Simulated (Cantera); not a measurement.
Feed: 1 mol Si, 0.85 mol N2O, 220 mol H2, equilibrated at 1552 °C and 0.00580 bar.

These are equilibrium values from Cantera (NASA tables, ideal gas, pure condensed phases), not measurements of a reactor. Candidate condensed phases: H2O, Si, SiO2, Si2N2O, Si3N4; 35 gas species. Gases not in the tables: Si2H6 and higher silanes. Rates play no part.

Base state: H2 0.986, H 0.00574, SiO 0.00382, N2 0.00382, Si 0.000589, SiH 4.74e-5, SiH2 2.64e-5 (mole fractions); condensed: gas only.

Question: What changes in the equilibrium state with this change: pressure from 0.00580 bar to 1.40 bar?

Answer: 
```
species           before     after
--------------  --------  --------
H2                 0.986     0.993
N2               0.00382   0.00316
SiO              0.00382   0.00315
H                0.00574  0.000371
Si              0.000589   1.06e-6
H2O              3.32e-8   1.53e-5
SiH              4.74e-5   1.33e-6
Si2N2O(s), mol         0     0.150
```
